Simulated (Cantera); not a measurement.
What does this Cantera script print?

```python
import numpy as np
import cantera as ct

gas = ct.Solution("gri30.yaml")
gas.TPX = 1475, 1300000, {'CH4': 1, 'CO2': 4.6, 'H2': 1.1}
reactor = ct.IdealGasConstPressureReactor(gas, energy="off", clone=False)
net = ct.ReactorNet([reactor])
net.rtol, net.atol = 1e-08, 1e-18
show = ['CH4', 'CO2', 'H2', 'H2O', 'H', 'C2H']
times = np.geomspace(0.0003, 3, 10)

steps = ct.SolutionArray(gas, extra=["t"])
rows = []
print(f"{'t/s':>10s}{'T/K':>9s}{'P/Pa':>11s}" + "".join(f"{s:>11s}" for s in show))
for t in times:
    while net.time < t:
        t_next = net.step()
        steps.append(gas.state, t=t_next)
    rows.append([np.interp(t, steps.t, y) for y in (steps.T, steps.P, *steps(*show).X.T)])
    print(f"{t:10.3e}{rows[-1][0]:9.1f}{rows[-1][1]:11.4g}" + "".join(f"{x:11.3e}" for x in rows[-1][2:]))
rate = np.gradient(steps.T, steps.t)
print("integrator steps:", len(steps.t))
if steps.T.max() > steps.T[0] + 200:
    print(f"time of steepest temperature rise: {steps.t[rate.argmax()]:.4e} s")
gas.TPX = 1475, 1300000, {'CH4': 1, 'CO2': 4.6, 'H2': 1.1}
gas.equilibrate("TP")
print(f"equilibrium (TP): T = {gas.T:.1f} K  " + "  ".join(f"{s} {gas[s].X[0]:.3e}" for s in show))
```

It prints:

```
       t/s      T/K       P/Pa        CH4        CO2         H2        H2O          H        C2H
 3.000e-04   1475.0    1.3e+06  1.492e-01  6.862e-01  1.638e-01  4.057e-04  8.926e-07  5.067e-16
 8.348e-04   1475.0    1.3e+06  1.490e-01  6.853e-01  1.631e-01  1.262e-03  9.709e-07  1.049e-14
 2.323e-03   1475.0    1.3e+06  1.486e-01  6.826e-01  1.609e-01  3.816e-03  1.024e-06  1.721e-13
 6.463e-03   1475.0    1.3e+06  1.474e-01  6.750e-01  1.548e-01  1.095e-02  1.014e-06  1.724e-12
 1.798e-02   1475.0    1.3e+06  1.442e-01  6.548e-01  1.394e-01  2.964e-02  9.619e-07  1.099e-11
 5.004e-02   1475.0    1.3e+06  1.350e-01  6.070e-01  1.061e-01  7.263e-02  8.220e-07  5.125e-11
 1.392e-01   1475.0    1.3e+06  1.097e-01  5.218e-01  6.383e-02  1.430e-01  6.158e-07  2.102e-10
 3.875e-01   1475.0    1.3e+06  6.461e-02  4.283e-01  5.394e-02  2.044e-01  6.706e-07  5.541e-10
 1.078e+00   1475.0    1.3e+06  4.272e-02  3.704e-01  6.582e-02  2.205e-01  9.189e-07  5.765e-10
 3.000e+00   1475.0    1.3e+06  4.093e-02  3.281e-01  8.367e-02  2.117e-01  1.037e-06  2.466e-10
integrator steps: 1090
equilibrium (TP): T = 1475.0 K  CH4 8.480e-06  CO2 2.158e-01  H2 1.583e-01  H2O 1.981e-01  H 1.441e-06  C2H 1.267e-18
```

Model: GRI-Mech 3.0 (53 species, 325 reactions), integrated in Cantera. The pressure lies above the range GRI-Mech 3.0 was tuned for (to about 10 atm).
